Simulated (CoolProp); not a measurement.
Saturation properties of R245fa (Tc = 427.0 K, pc = 3651 kPa, ω = 0.378).

Model: reference Helmholtz-energy equation of state, Akasaka 2015, in CoolProp.

```
T (K)     p (kPa)  liquid density (kg/m³)  vapour density (kg/m³)  liquid cp (kJ/(kg K))  surface tension (mN/m)  liquid viscosity (µPa s)
-----  ----------  ----------------------  ----------------------  ---------------------  ----------------------  ------------------------
274.2       55.87                    1401                   3.379                  1.264                    16.8                       529
279.8       71.51                    1387                   4.261                  1.275                    16.0                       493
285.4       90.46                    1372                   5.318                  1.287                    15.3                       460
291         113.2                    1358                   6.572                  1.300                    14.6                       430
296.6       140.3                    1343                   8.051                  1.313                    13.8                       402
302.2       172.1                    1327                   9.781                  1.327                    13.1                       376
307.9       210.2                    1312                   11.83                  1.341                    12.4                (withheld)
313.5       253.5                    1296                   14.17                  1.356                    11.7                (withheld)
319.1       303.6                    1279                   16.86                  1.371                    11.0                       310
324.7       360.8                    1263                   19.94                  1.388                    10.3                       291
330.3  (withheld)                    1246                   23.47                  1.405                    9.60                       273
335.9       499.8                    1228                   27.48                  1.423                    8.92                       256
341.6       584.5                    1210                   32.14             (withheld)                    8.24                       240
```

Problem. Fill in the missing entries.

Solution. 
- 307.9, liquid viscosity (µPa s): 352
- 313.5, liquid viscosity (µPa s): 330
- 330.3, p (kPa): 426.0
- 341.6, liquid cp (kJ/(kg K)): 1.443

It boils at 288.2 K under 1 atm.

Viscosity comes from a separate model (Bell 2016), an estimate that may be off by 10 % or more. Surface tension comes from a separate correlation (Mulero 2012).
